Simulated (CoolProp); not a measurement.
Computed with CoolProp (reference Helmholtz-energy equation of state, Lemmon 2006). It is a short technical equation, of lower accuracy than the large ones.

Q: Give the vapour pressure (kPa), liquid density (kg/m³), vapour density (kg/m³), liquid conductivity (mW/(m K)) of saturated isopentane at 17.25, 64.55, 74.05 °C.

A: 
```tsv
T (°C)	p (kPa)	liquid density (kg/m³)	vapour density (kg/m³)	liquid conductivity (mW/(m K))
17.25	69.2	623	2.14	104
64.55	309	572	8.78	90.0
74.05	395	561	11.1	87.2
```

Thermal conductivity comes from a separate model (Vassiliou 2015).
